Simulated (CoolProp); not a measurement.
Methanol along the isotherm 620 K: density (kg/m³) from the reference equation and from simpler models built on Tc = 513.4 K, pc = 8.216 MPa, ω = 0.565; each cubic takes its own stable root.

The numbers come from the reference Helmholtz-energy equation of state, de Reuck 1993 in CoolProp.

```tsv
p (MPa)	phase	reference	ideal gas	van der Waals	Redlich-Kwong	Soave-Redlich-Kwong	Peng-Robinson
0.373	gas	2.336	2.318	2.338	2.339	2.334	2.338
0.747	gas	4.715	4.643	4.724	4.728	4.708	4.721
1.12	gas	7.125	6.962	7.146	7.154	7.107	7.138
1.49	gas	?	9.262	9.593	9.606	9.521	9.575
1.87	gas	12.09	?	12.15	12.17	12.04	12.12
2.24	gas	14.60	13.92	14.70	14.72	14.52	?
2.61	gas	17.16	16.22	17.29	17.32	17.04	17.21
2.99	gas	19.83	18.59	20.01	20.05	19.66	19.89
3.36	gas	22.48	20.89	22.71	22.75	22.25	22.54
3.73	gas	25.18	23.18	25.47	?	24.88	?
4.11	gas	28.00	25.55	28.38	28.42	27.62	28.06
```

Problem. Some entries are withheld; supply them.

Solution. 
- 1.49, reference: 9.554
- 1.87, ideal gas: 11.62
- 2.24, Peng-Robinson: 14.64
- 3.73, Redlich-Kwong: 25.52
- 3.73, Peng-Robinson: 25.24
